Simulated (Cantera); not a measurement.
SiH4 + N2O (silicon oxide and oxynitride deposition)

Feed: 1 mol SiH4, 19 mol N2O, equilibrated at 13.3 mbar.

These are equilibrium values from Cantera (NASA tables, ideal gas, pure condensed phases), not measurements of a reactor. Candidate condensed phases: H2O, Si, SiO2, Si2N2O, Si3N4; 35 gas species. The tables hold silica as quartz up to 1696 K and as liquid above; real silica turns to tridymite and cristobalite and melts near 1996 K. Equilibrium is a limit: real reactors are often held back by kinetics, nucleation or transport.

```csv
T (°C),log p N2,log p O2,log p H2O,log p NO,log p OH,log p O,log p H2,n SiO2(α-quartz),n SiO2(β-quartz),n SiO2(condensed)
277,-2.05,-2.45,-3.03,-10.27,<-13,<-13,<-13,1.00,0,0
427,-2.05,-2.45,-3.03,-8.41,-12.03,<-13,<-13,1.00,0,0
577,-2.05,-2.45,-3.03,-7.21,-9.90,-13.36,<-13,0,1.00,0
727,-2.05,-2.45,-3.03,-6.37,-8.40,-11.03,-11.86,0,1.00,0
877,-2.05,-2.45,-3.03,-5.74,-7.29,-9.31,-10.17,0,1.00,0
1027,-2.05,-2.46,-3.03,-5.27,-6.44,-7.98,-8.86,0,1.00,0
1177,-2.05,-2.46,-3.03,-4.89,-5.76,-6.93,-7.82,0,1.00,0
1327,-2.05,-2.46,-3.03,-4.58,-5.21,-6.07,-6.98,0,1.00,0
1477,-2.05,-2.46,-3.03,-4.32,-4.76,-5.36,-6.28,0,0,1.000
1627,-2.05,-2.46,-3.04,-4.11,-4.38,-4.76,-5.69,0,0,1.000
```
log p: log10 of the partial pressure in bar; n: condensed amount in mol.

From 277 °C to 427 °C the condensed part is SiO2(α-quartz). From 577 °C to 1327 °C the condensed part is SiO2(β-quartz). From 1477 °C to 1627 °C the condensed part is SiO2(condensed).
